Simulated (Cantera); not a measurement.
Input (Python, Cantera):

```python
import numpy as np
import cantera as ct

gas = ct.Solution("gri30.yaml")
gas.TPX = 375, 92000, {'CH4': 1, 'CO': 0.79, 'O2': 2.75, 'N2': 10.4}
flame = ct.FreeFlame(gas, width=0.042)
flame.set_refine_criteria(ratio=3, slope=0.08, curve=0.16)
flame.transport_model = "mixture-averaged"
flame.solve(loglevel=0, auto=True)
z, T = flame.grid, flame.T
thick = (T[-1] - T[0]) / np.gradient(T, z).max()
show = ['CH4', 'CO', 'O2', 'HO2', 'C2H4', 'CH3']
print(f"laminar burning velocity  {flame.velocity[0] * 100:.3f} cm/s")
print(f"burnt temperature         {T[-1]:.1f} K")
print(f"thermal thickness         {thick * 1e3:.4f} mm")
print(f"grid points               {len(z)}")
z0 = z[flame.heat_release_rate.argmax()]
print(f"{'z/mm':>9s}{'T/K':>9s}{'u/(m/s)':>9s}" + "".join(f"{s:>11s}" for s in show))
rows = []
for k in (-3, -2, -1.5, -1, -0.5, -0.25, 0, 0.25, 0.5, 1, 2, 4, 8):
    zz = z0 + k * thick
    rows.append([k * thick, np.interp(zz, z, T), np.interp(zz, z, flame.velocity),
                 *(np.interp(zz, z, flame.X[gas.species_index(s)]) for s in show)])
    print(f"{rows[-1][0] * 1e3:9.3f}{rows[-1][1]:9.1f}{rows[-1][2]:9.3f}" + "".join(f"{x:11.3e}" for x in rows[-1][3:]))
```

Result:

```
laminar burning velocity  57.684 cm/s
burnt temperature         2190.8 K
thermal thickness         0.4429 mm
grid points               143
     z/mm      T/K  u/(m/s)        CH4         CO         O2        HO2       C2H4        CH3
   -1.329    375.0    0.577  6.691e-02  5.286e-02  1.840e-01  1.332e-08  3.762e-10  1.418e-10
   -0.886    375.5    0.578  6.684e-02  5.283e-02  1.839e-01  2.230e-07  8.912e-09  2.075e-09
   -0.664    378.1    0.583  6.664e-02  5.279e-02  1.836e-01  1.445e-06  7.681e-08  1.322e-08
   -0.443    407.8    0.630  6.508e-02  5.286e-02  1.816e-01  1.862e-05  1.593e-06  3.023e-07
   -0.221    734.4    1.145  5.000e-02  5.594e-02  1.592e-01  1.694e-04  3.954e-05  7.580e-05
   -0.111   1142.0    1.789  2.935e-02  6.179e-02  1.252e-01  1.576e-04  1.050e-04  6.498e-04
    0.000   1544.2    2.423  7.227e-03  6.574e-02  8.184e-02  1.208e-04  7.914e-05  9.013e-04
    0.111   1715.8    2.678  4.769e-04  5.485e-02  5.583e-02  2.470e-05  3.296e-06  9.332e-05
    0.221   1779.7    2.759  1.720e-05  4.183e-02  4.633e-02  1.236e-05  3.757e-08  3.851e-06
    0.443   1858.6    2.859  3.089e-08  2.897e-02  3.992e-02  8.848e-06  1.109e-11  8.447e-09
    0.886   1949.2    2.979  2.391e-13  2.169e-02  3.581e-02  6.028e-06  5.284e-18  8.474e-14
    1.772   2037.1    3.097  1.205e-17  1.665e-02  3.254e-02  3.732e-06  1.016e-25  8.752e-17
    3.543   2109.2    3.192  2.472e-18  1.154e-02  2.963e-02  2.283e-06  9.455e-28  1.510e-17
```

Computed with Cantera and GRI-Mech 3.0 (53 species, 325 reactions). Burning velocities carry a grid error of a few per cent, more on coarse grids.
